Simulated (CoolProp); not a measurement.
R13 at several states: Z from the reference equation and from simpler models built on Tc = 303.0 K, pc = 3.973 MPa, ω = 0.175; each cubic takes its own stable root.

Model: reference Helmholtz-energy equation of state, Platzer 1990, in CoolProp. This equation is an older, rougher fit; its heat capacities, sound speeds and derivatives of the liquid may be far off and weren't checked against measurements.

```csv
T (K),p (MPa),phase,reference
197.1,1.33,liquid,0.05637
282.2,0.887,gas,0.8955
335.1,2.16,gas,0.8558
398.6,0.0359,gas,0.9988
235,0.0759,gas,0.9848
```

How far does each simpler model (Redlich-Kwong, Peng-Robinson) lie from the reference over these 5 states: mean and median of the absolute difference, and the worst?


- Redlich-Kwong: mean 1.2 %, median 0.5 %, worst +4.5 % at 197.1 K and 1.33 MPa
- Peng-Robinson: mean 2.4 %, median 0.8 %, worst -9.4 % at 197.1 K and 1.33 MPa
